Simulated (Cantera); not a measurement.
**Pyrogenic steam for wet oxidation**

An isothermal, constant-pressure homogeneous reactor starts with H₂ : O₂ : N₂ = 0.86 : 1 : 1.2 (molar parts), at 1325 K and 13000 Pa.

Detailed kinetics in Cantera: GRI-Mech 3.0 (53 species, 325 reactions). The temperature is held fixed by assumption; the heat of reaction is taken as removed at once.

```csv
t (s),x H₂,x O₂,x O,x OH,x H,x H₂O₂
0.000800,0.00615,0.213,0.00773,0.00623,0.00736,2.50e-6
0.00163,0.00131,0.215,0.00156,0.00279,0.000661,1.39e-6
0.00333,0.000255,0.216,0.000302,0.00123,5.59e-5,5.95e-7
0.00679,5.97e-5,0.217,7.33e-5,0.000608,6.66e-6,2.51e-7
0.0139,1.76e-5,0.217,2.25e-5,0.000338,1.13e-6,1.11e-7
0.0283,6.16e-6,0.217,8.18e-6,0.000204,2.45e-7,5.12e-8
0.0577,2.45e-6,0.217,3.33e-6,0.000130,6.35e-8,2.45e-8
0.118,1.07e-6,0.217,1.48e-6,8.65e-5,1.88e-8,1.22e-8
0.240,5.27e-7,0.217,7.32e-7,6.08e-5,6.61e-9,6.62e-9
0.490,3.23e-7,0.217,4.44e-7,4.73e-5,3.18e-9,4.33e-9
1.00,2.68e-7,0.217,3.66e-7,4.29e-5,2.41e-9,3.69e-9
```
x: mole fraction; the columns are a selection and need not sum to one.

Equilibrium at this temperature and pressure: H₂ 2.63e-7, O₂ 0.217, O 3.58e-7, OH 4.25e-5, H 2.34e-9, H₂O₂ 3.63e-9 (gas phase only).
